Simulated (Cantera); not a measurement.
Feed: 1 mol SiC, 0.11 mol H₂O, 840 mol N₂, 0.054 mol O₂, held at 1900 K and 16.0 Pa.

These are equilibrium values from Cantera (NASA tables, ideal gas, pure condensed phases), not measurements of a reactor. Candidate condensed phases: C, C₆H₆, C₇H₈, C₈H₁₈, H₂O, Si, SiC, SiO₂, Si₂N₂O, Si₃N₄; 151 gas species. The numbers say what is thermodynamically allowed, not how fast it happens.

Base state: N₂ 0.998, Si 0.00114, CO 0.000258, H 0.000206, HCN 3.20e-5, SiC₂ 2.88e-5, CN 1.13e-5, H₂ 1.08e-5 (mole fractions); condensed: C(graphite).

Problem. What changes in the equilibrium state with this change: N₂ from 840 to 2.8 mol?

Solution. 
```tsv
species	before	after
N₂	0.998	0.869
CO	0.000258	0.0459
H₂	1.08e-5	0.0287
SiO	7.33e-7	0.0217
H	0.000206	0.0106
Si	0.00114	0.0236
SiH	4.11e-8	4.39e-5
Si₂	1.32e-7	5.68e-5
C(graphite), mol	0.689	0
SiC(s), mol	0	0.850
```
The tables' values for SiN are old estimates; treat these amounts as uncertain.
